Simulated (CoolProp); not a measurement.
The fluid at 403.7 K and 2.35 MPa flows at 2 m/s in a round tube of 25 mm bore and 45 µm roughness, fully developed (64/Re and Nu = 3.66 if laminar; Colebrook and Gnielinski if turbulent). The same conditions are run with several fluids, on thermodynamics alone (safety and materials aside).

Model: reference Helmholtz-energy equation of state of each fluid (R13: Platzer 1990; nitrogen: Span 2000; C2F6 (R116): Lemmon 2006; propane: Lemmon 2009; R404A: Lemmon 2003), in CoolProp. The equations of Platzer and Polt are older, rougher fits. Blends and air are pseudo-pure fits.

Rank R13, nitrogen, C2F6 (R116), propane, R404A by Reynolds number, highest first.

C2F6 (R116) (253000), R404A (228000), R13 (201000), propane (157000), nitrogen (43100)

```tsv
fluid	Darcy friction factor	pressure drop (Pa/m)	heat-transfer coefficient (W/(m² K))	mass flow (kg/h)
R13	0.0237	150	428	279
nitrogen	0.0265	41.2	157	68.8
C2F6 (R116)	0.0235	197	642	370
propane	0.0240	70.1	574	129
R404A	0.0236	150	584	280
```

Transport values come from each fluid's own correlations; those of R13, C2F6 (R116) are estimates that may be off by 10 % or more.
